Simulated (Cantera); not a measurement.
A Cantera script and its output.

```python
import numpy as np
import cantera as ct

gas = ct.Solution("h2o2.yaml")
gas.TPX = 550, 500000, {'H2': 1, 'O2': 0.455, 'N2': 1.27}
flame = ct.FreeFlame(gas, width=0.013)
flame.set_refine_criteria(ratio=3, slope=0.08, curve=0.16)
flame.transport_model = "mixture-averaged"
flame.solve(loglevel=0, auto=True)
flame.transport_model = "multicomponent"
flame.soret_enabled = False
flame.solve(loglevel=0, refine_grid=True)
z, T = flame.grid, flame.T
thick = (T[-1] - T[0]) / np.gradient(T, z).max()
show = ['H2', 'O2', 'H2O', 'O', 'OH', 'HO2']
print(f"laminar burning velocity  {flame.velocity[0] * 100:.3f} cm/s")
print(f"burnt temperature         {T[-1]:.1f} K")
print(f"thermal thickness         {thick * 1e3:.4f} mm")
print(f"grid points               {len(z)}")
z0 = z[flame.heat_release_rate.argmax()]
print(f"{'z/mm':>9s}{'T/K':>9s}{'u/(m/s)':>9s}" + "".join(f"{s:>11s}" for s in show))
rows = []
for k in (-3, -2, -1.5, -1, -0.5, -0.25, 0, 0.25, 0.5, 1, 2, 4, 8):
    zz = z0 + k * thick
    rows.append([k * thick, np.interp(zz, z, T), np.interp(zz, z, flame.velocity),
                 *(np.interp(zz, z, flame.X[gas.species_index(s)]) for s in show)])
    print(f"{rows[-1][0] * 1e3:9.3f}{rows[-1][1]:9.1f}{rows[-1][2]:9.3f}" + "".join(f"{x:11.3e}" for x in rows[-1][3:]))
```

Result:

```
laminar burning velocity  874.273 cm/s
burnt temperature         2781.4 K
thermal thickness         0.0522 mm
grid points               107
     z/mm      T/K  u/(m/s)         H2         O2        H2O          O         OH        HO2
   -0.157    550.0    8.743  3.670e-01  1.670e-01  6.406e-11  4.769e-13  1.198e-14  1.311e-11
   -0.104    550.0    8.743  3.670e-01  1.670e-01  4.115e-09  4.094e-11  1.030e-12  1.079e-09
   -0.078    550.0    8.743  3.669e-01  1.670e-01  7.389e-08  7.818e-10  1.994e-11  2.303e-08
   -0.052    550.3    8.743  3.667e-01  1.670e-01  2.078e-06  2.237e-08  9.031e-10  8.467e-07
   -0.026    576.2    9.070  3.596e-01  1.681e-01  8.433e-04  6.738e-06  2.971e-05  3.728e-04
   -0.013    880.6   13.362  3.158e-01  1.619e-01  2.717e-02  4.183e-04  1.529e-03  9.666e-04
    0.000   1420.0   20.654  2.100e-01  1.199e-01  1.244e-01  4.758e-03  5.279e-03  4.205e-04
    0.013   1798.1   25.707  1.165e-01  5.993e-02  2.328e-01  1.009e-02  1.399e-02  1.803e-04
    0.026   1996.3   28.318  8.257e-02  3.235e-02  2.797e-01  1.156e-02  2.051e-02  8.457e-05
    0.052   2195.7   30.806  7.158e-02  2.028e-02  3.039e-01  1.024e-02  2.462e-02  4.239e-05
    0.104   2386.1   33.048  6.746e-02  1.523e-02  3.214e-01  7.269e-03  2.490e-02  2.415e-05
    0.209   2552.3   34.916  6.190e-02  1.101e-02  3.392e-01  4.607e-03  2.284e-02  1.370e-05
    0.418   2677.7   36.275  5.597e-02  7.607e-03  3.548e-01  2.801e-03  1.966e-02  8.153e-06
```

Model: the H2/O2 subset of GRI-Mech 3.0, which has no nitrogen chemistry, integrated in Cantera. The hydrogen kinetics of GRI-Mech 3.0 are dated; newer H2 mechanisms differ, most at raised pressure. Burning velocities carry a grid error of a few per cent, more on coarse grids.
